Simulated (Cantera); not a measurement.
Cantera run, input and output.

```python
import numpy as np
import cantera as ct

gas = ct.Solution("gri30.yaml")
gas.TPX = 2073, 27000, {'CH4': 0.012, 'H2': 1, 'H2O': 0.0014}
reactor = ct.IdealGasConstPressureReactor(gas, energy="off", clone=False)
net = ct.ReactorNet([reactor])
net.rtol, net.atol = 1e-08, 1e-18
show = ['CH4', 'H2', 'CH2', 'C2H2', 'CH3', 'C2H']
times = np.geomspace(2e-06, 2, 9)

steps = ct.SolutionArray(gas, extra=["t"])
rows = []
print(f"{'t/s':>10s}{'T/K':>9s}{'P/Pa':>11s}" + "".join(f"{s:>11s}" for s in show))
for t in times:
    while net.time < t:
        t_next = net.step()
        steps.append(gas.state, t=t_next)
    rows.append([np.interp(t, steps.t, y) for y in (steps.T, steps.P, *steps(*show).X.T)])
    print(f"{t:10.3e}{rows[-1][0]:9.1f}{rows[-1][1]:11.4g}" + "".join(f"{x:11.3e}" for x in rows[-1][2:]))
rate = np.gradient(steps.T, steps.t)
print("integrator steps:", len(steps.t))
if steps.T.max() > steps.T[0] + 200:
    print(f"time of steepest temperature rise: {steps.t[rate.argmax()]:.4e} s")
gas.TPX = 2073, 27000, {'CH4': 0.012, 'H2': 1, 'H2O': 0.0014}
gas.equilibrate("TP")
print(f"equilibrium (TP): T = {gas.T:.1f} K  " + "  ".join(f"{s} {gas[s].X[0]:.3e}" for s in show))
```

It prints:

```
       t/s      T/K       P/Pa        CH4         H2        CH2       C2H2        CH3        C2H
 2.000e-06   2073.0    2.7e+04  1.183e-02  9.868e-01  1.320e-10  8.106e-14  6.986e-06  2.902e-20
 1.125e-05   2073.0    2.7e+04  1.181e-02  9.867e-01  3.359e-09  6.674e-11  2.681e-05  1.574e-16
 6.325e-05   2073.0    2.7e+04  1.170e-02  9.862e-01  1.004e-07  7.150e-08  1.341e-04  9.704e-13
 3.557e-04   2073.0    2.7e+04  1.107e-02  9.841e-01  2.151e-06  5.426e-05  6.100e-04  3.634e-09
 2.000e-03   2073.0    2.7e+04  7.914e-03  9.836e-01  4.477e-06  1.529e-03  7.490e-04  1.765e-07
 1.125e-02   2073.0    2.7e+04  2.851e-03  9.863e-01  1.828e-06  4.252e-03  2.791e-04  5.074e-07
 6.325e-02   2073.0    2.7e+04  6.568e-04  9.875e-01  4.495e-07  5.347e-03  6.539e-05  6.488e-07
 3.557e-01   2073.0    2.7e+04  2.944e-04  9.880e-01  2.038e-07  5.234e-03  2.939e-05  6.367e-07
 2.000e+00   2073.0    2.7e+04  1.907e-04  9.883e-01  1.320e-07  5.042e-03  1.905e-05  6.134e-07
integrator steps: 984
equilibrium (TP): T = 2073.0 K  CH4 1.886e-04  H2 9.883e-01  CH2 1.305e-07  C2H2 5.039e-03  CH3 1.883e-05  C2H 6.131e-07
```

Cantera simulation using GRI-Mech 3.0 (53 species, 325 reactions); the numbers are that mechanism's predictions, not measurements. GRI-Mech 3.0 stops at C3 and has no aromatics, soot or wall deposition, so with more carbon than oxygen in the feed, carbon stays in small species such as C2H2 where larger ones or solid carbon would form.
